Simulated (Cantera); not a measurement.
Input: 1 mol Fe3O4, 780 mol H2, 0.33 mol H2O, equilibrated at 1027 °C and 1.00 bar.

Cantera equilibrium calculation (NASA polynomials, part measured and part estimated; ideal gas, pure solids and liquids). Candidate condensed phases: Fe, FeO, Fe(OH)2, Fe(OH)3, Fe2O3, Fe3O4, H2O; 12 gas species. Rates play no part.

Base state: H2 0.994, H2O 0.00555 (mole fractions); condensed: Fe(γ).

Q: What changes in the equilibrium state with this change: Fe3O4 replaced by V2O5?

A: 
```json
[
 {"species": "H2", "before": "0.994", "after": "0.997"},
 {"species": "H2O", "before": "0.00555", "after": "0.00299"},
 {"species": "Fe(γ), mol", "before": "3.00", "after": "0"},
 {"species": "V2O3(s), mol", "before": "0", "after": "1.00"}
]
```
Condensed phases not in the tables: the oxides between V2O3 and V2O5 other than VO2. Further candidate phases: V, VO, V2O3, V2O4, V2O5.
